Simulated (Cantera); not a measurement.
Charge: 1 mol BCl3, 0.49 mol N2, a varied amount of H2, equilibrated at 1252 °C and 1100 Pa.

These are equilibrium values from Cantera (NASA tables, ideal gas, pure condensed phases), not measurements of a reactor. Candidate condensed phases: B, BN, NH4Cl; 21 gas species. The tables' values for BCl2, BCl are old estimates; treat these amounts as uncertain. Gases not in the tables: BHCl2. Kinetics and transport are ignored.

log p: log10 of the partial pressure in bar; n: condensed amount in mol.

| n(H2) (mol) | log p HCl | log p H2 | log p BCl3 | log p N2 | log p Cl | log p BCl2 | log p H | n BN(s) |
|---|---|---|---|---|---|---|---|---|
| 0.35 | -2.38 | -4.67 | -2.34 | -2.65 | -4.77 | -4.96 | -6.96 | ___ |
| 0.5 | -2.27 | -4.34 | -2.43 | -2.74 | -4.82 | -5.01 | -6.80 | ___ |
| 0.72 | -2.16 | -3.98 | -2.58 | -2.89 | -4.89 | -5.08 | -6.62 | ___ |
| 1 | -2.08 | -3.61 | -2.79 | -3.11 | -5.00 | -5.18 | -6.43 | ___ |
| 1.5 | -2.03 | -3.06 | -3.24 | -3.59 | -5.23 | -5.40 | -6.15 | ___ |
| 2.1 | -2.07 | -2.67 | -3.67 | -4.11 | -5.46 | -5.61 | -5.96 | 0.929 |
| 3 | -2.15 | -2.42 | -4.03 | -4.63 | -5.66 | -5.76 | -5.84 | 0.961 |
| 4.2 | -2.25 | -2.28 | -4.29 | -5.12 | -5.83 | -5.85 | -5.76 | 0.972 |
| 6 | -2.37 | -2.18 | -4.51 | -5.68 | -6.00 | -5.90 | -5.71 | 0.977 |

Problem. Some entries are withheld; supply them.

Solution. 
- 0.35, n BN(s): 0.231
- 0.5, n BN(s): 0.328
- 0.72, n BN(s): 0.466
- 1, n BN(s): 0.630
- 1.5, n BN(s): 0.841
